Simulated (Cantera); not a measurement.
Cantera run:

```python
import numpy as np
import cantera as ct

gas_names = """
    Electron H H+ H- H2 H2+ H2- N N+ N- NH NH+ NH2 NH3 NH4+ N2 N2+ N2- N2H2 N2H4 Zr ZrN
""".split()
cond_names = """
    Zr(a) Zr(b) Zr(L) ZrN(s) ZrN(L)
""".split()


# ... load() reads the species with a 1 bar reference pressure and builds the phases ...
atoms = {
    'ZrN': {'Zr': 1, 'N': 1},
    'H2': {'H': 2},
}
top_T = {}  # K; cautious upper limits of use, not melting points


# ... equilibrate(T, P, feed) seeds the gas with the atoms and calls Mixture.equilibrate('TP', solver="vcs", rtol=1e-11, max_steps=5000) ...
results = []
feed = {'ZrN': 1, 'H2': 0.033}  # mol
P = 530000  # Pa
for T in [2500, 2750, 3000, 3250, 3500, 3750, 4000, 4250, 4500, 4750, 5000]:
    mix = equilibrate(T, P, feed)
    results.append((T, P, feed, dict(zip(mix.species_names, mix.species_moles))))
    x = sorted(zip(gas.X, gas.species_names), reverse=True)
    print(f"T = {T:g} K  P = {P:g} Pa  gas = {mix.phase_moles(0):.4g} mol")
    print("   x: " + "  ".join(f"{s} {v:.3e}" for v, s in x if v > 1e-05))
    print("   condensed (mol): " + ("  ".join(f"{mix.phase(i).name} {mix.phase_moles(i):.4g}"
          for i in range(1, mix.n_phases) if mix.phase_moles(i) > 1e-12) or "none"))
```

Output:

```
T = 2500 K  P = 530000 Pa  gas = 0.03318 mol
   x: H2 9.891e-01  H 1.086e-02
   condensed (mol): Zr(L) 1.274e-08  ZrN(s) 1
T = 2750 K  P = 530000 Pa  gas = 0.03349 mol
   x: H2 9.707e-01  H 2.928e-02  N2 1.164e-05
   condensed (mol): Zr(L) 5.683e-07  ZrN(s) 1
T = 3000 K  P = 530000 Pa  gas = 0.03414 mol
   x: H2 9.335e-01  H 6.627e-02  N2 1.781e-04  Zr 5.214e-05
   condensed (mol): Zr(L) 1.04e-05  ZrN(s) 1
T = 3250 K  P = 530000 Pa  gas = 0.03537 mol
   x: H2 8.681e-01  H 1.299e-01  N2 1.704e-03  Zr 3.020e-04
   condensed (mol): Zr(L) 0.00011  ZrN(L) 0.9999
T = 3500 K  P = 530000 Pa  gas = 0.03759 mol
   x: H2 7.657e-01  H 2.244e-01  N2 8.524e-03  Zr 1.353e-03
   condensed (mol): Zr(L) 0.0005906  ZrN(L) 0.9994
T = 3750 K  P = 530000 Pa  gas = 0.04181 mol
   x: H2 6.181e-01  H 3.424e-01  N2 3.448e-02  Zr 4.944e-03  N 5.417e-05  NH 1.752e-05
   condensed (mol): Zr(L) 0.00268  ZrN(L) 0.9971
T = 4000 K  P = 530000 Pa  gas = 0.05132 mol
   x: H 4.481e-01  H2 4.189e-01  N2 1.173e-01  Zr 1.531e-02  N 2.641e-04  NH 5.470e-05  NH2 1.034e-05
   condensed (mol): Zr(L) 0.01128  ZrN(L) 0.9879
T = 4250 K  P = 530000 Pa  gas = 0.08396 mol
   x: H 4.362e-01  N2 3.464e-01  H2 1.749e-01  Zr 4.138e-02  N 1.071e-03  NH 1.148e-04  NH2 1.040e-05
   condensed (mol): Zr(L) 0.05479  ZrN(L) 0.9417
T = 4500 K  P = 530000 Pa  gas = 0.6272 mol
   x: N2 7.955e-01  Zr 9.994e-02  H 9.687e-02  H2 4.160e-03  N 3.487e-03  NH 4.734e-05  ZrN 1.235e-05
   condensed (mol): Zr(L) 0.9373
T = 4750 K  P = 530000 Pa  gas = 0.7266 mol
   x: N2 6.849e-01  Zr 2.196e-01  H 8.727e-02  N 6.422e-03  H2 1.757e-03  NH 4.748e-05  ZrN 2.723e-05
   condensed (mol): Zr(L) 0.8404
T = 5000 K  P = 530000 Pa  gas = 1.029 mol
   x: N2 4.809e-01  Zr 4.454e-01  H 6.309e-02  N 9.987e-03  H2 5.100e-04  ZrN 4.935e-05  NH 3.392e-05
   condensed (mol): Zr(L) 0.5416
```

Equilibrium computed with Cantera from the NASA thermochemical tables; the gas is ideal and each condensed phase is pure. Each liquid is taken as pure. Mutual solubility and eutectic melting of coexisting phases are not modelled. ZrN: taken at fixed stoichiometry. Condensed phases not in the tables: N, O or C dissolved in the metal.
